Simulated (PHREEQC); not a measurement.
1 kg of water holding 0.032 mol/kgw NaOH and 0.017 mol/kgw Na2CO3 is evaporated at 5 °C; the solids stay in contact with the brine. The system is closed to CO2. The run lets Nahcolite, Natron, Trona precipitate or redissolve, and no other solid.

The numbers come from PHREEQC with the Pitzer model, pitzer.dat.

```csv
water left (kg),ionic strength,water activity,Na in solution (mol/kgw)
1,0.0830,0.998,0.0660
0.6755,0.123,0.997,0.0977
0.5552,0.149,0.997,0.119
0.4563,0.182,?,0.145
0.3082,0.269,?,0.214
0.2082,0.399,0.991,0.317
0.1711,0.485,?,0.386
0.1407,0.590,0.987,0.469
0.09502,0.873,0.982,0.695
0.06418,1.29,0.973,1.03
0.05276,1.57,?,1.25
0.04335,1.91,0.960,1.52
0.0293,2.83,0.941,2.25
0.01979,4.19,0.909,3.34
0.01627,5.10,?,4.06
0.01337,6.21,0.856,4.94
0.00903,9.19,0.760,7.31
0.006094,13.6,0.588,10.8
0.005013,16.6,0.465,13.2
```

Fill in the missing entries.


- 0.4563, water activity: 0.996
- 0.3082, water activity: 0.994
- 0.1711, water activity: 0.990
- 0.05276, water activity: 0.967
- 0.01627, water activity: 0.886

Species that the database lacks are ignored. At this temperature some constants are extrapolated from 25 °C, and those without enthalpy data are left unchanged.
